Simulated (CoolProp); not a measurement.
The numbers come from the reference Helmholtz-energy equation of state, Zhou 2012 in CoolProp.

Q: For m-xylene, give the phase and the Z, cp (kJ/(kg K)), speed of sound (m/s), Joule-Thomson coefficient (K/MPa) at 301.65 °C and 52.3 bar.

A: 
- 301.65 °C and 52.3 bar: liquid; Z 0.205, cp 2.85, speed of sound 401, Joule-Thomson coefficient 0.507
